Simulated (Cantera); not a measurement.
A Cantera script and its output.

```python
import numpy as np
import cantera as ct

gas = ct.Solution("gri30.yaml")
gas.TPX = 625, 1000000, {'CH3OH': 1, 'O2': 1.25, 'N2': 4.7}
flame = ct.FreeFlame(gas, width=0.008)
flame.set_refine_criteria(ratio=3, slope=0.08, curve=0.16)
flame.transport_model = "mixture-averaged"
flame.solve(loglevel=0, auto=True)
z, T = flame.grid, flame.T
thick = (T[-1] - T[0]) / np.gradient(T, z).max()
show = ['CH3OH', 'O2', 'NO', 'CH2', 'CO2', 'CH3']
print(f"laminar burning velocity  {flame.velocity[0] * 100:.3f} cm/s")
print(f"burnt temperature         {T[-1]:.1f} K")
print(f"thermal thickness         {thick * 1e3:.4f} mm")
print(f"grid points               {len(z)}")
z0 = z[flame.heat_release_rate.argmax()]
print(f"{'z/mm':>9s}{'T/K':>9s}{'u/(m/s)':>9s}" + "".join(f"{s:>11s}" for s in show))
rows = []
for k in (-3, -2, -1.5, -1, -0.5, -0.25, 0, 0.25, 0.5, 1, 2, 4, 8):
    zz = z0 + k * thick
    rows.append([k * thick, np.interp(zz, z, T), np.interp(zz, z, flame.velocity),
                 *(np.interp(zz, z, flame.X[gas.species_index(s)]) for s in show)])
    print(f"{rows[-1][0] * 1e3:9.3f}{rows[-1][1]:9.1f}{rows[-1][2]:9.3f}" + "".join(f"{x:11.3e}" for x in rows[-1][3:]))
```

It prints:

```
laminar burning velocity  99.654 cm/s
burnt temperature         2388.9 K
thermal thickness         0.0350 mm
grid points               138
     z/mm      T/K  u/(m/s)      CH3OH         O2         NO        CH2        CO2        CH3
   -0.105    625.4    1.000  1.435e-01  1.793e-01  1.786e-10  7.146e-26  1.224e-06  3.889e-13
   -0.070    628.6    1.010  1.427e-01  1.781e-01  1.615e-09  8.375e-24  1.479e-05  4.239e-12
   -0.052    640.5    1.035  1.413e-01  1.761e-01  7.475e-09  1.372e-21  8.601e-05  2.919e-11
   -0.035    707.3    1.158  1.354e-01  1.684e-01  4.981e-08  1.401e-18  6.820e-04  6.798e-10
   -0.017   1041.0    1.769  1.017e-01  1.349e-01  5.315e-07  5.332e-12  5.898e-03  2.007e-07
   -0.009   1405.9    2.469  5.607e-02  9.731e-02  1.783e-06  6.050e-08  1.438e-02  8.169e-06
    0.000   1810.7    3.283  7.113e-03  5.463e-02  4.550e-06  6.966e-06  2.877e-02  1.293e-04
    0.009   2001.2    3.635  5.367e-05  2.847e-02  7.874e-06  2.742e-06  4.546e-02  4.581e-05
    0.017   2097.6    3.788  2.833e-07  1.539e-02  1.128e-05  3.830e-07  5.902e-02  5.578e-06
    0.035   2203.0    3.946  3.024e-09  6.909e-03  1.665e-05  8.741e-09  7.293e-02  1.067e-07
    0.070   2290.7    4.080  3.476e-12  3.060e-03  2.286e-05  1.165e-11  8.040e-02  1.392e-10
    0.140   2346.1    4.165  6.065e-14  1.252e-03  2.857e-05  6.686e-14  8.301e-02  6.571e-13
    0.280   2374.7    4.209  4.758e-14  4.597e-04  3.330e-05  4.115e-14  8.411e-02  5.252e-13
```

Detailed kinetics in Cantera: GRI-Mech 3.0 (53 species, 325 reactions). GRI-Mech 3.0 was tuned for natural gas; its chemistry of methanol as a main component is partial and can be far from experiment. Burning velocities carry a grid error of a few per cent, more on coarse grids.
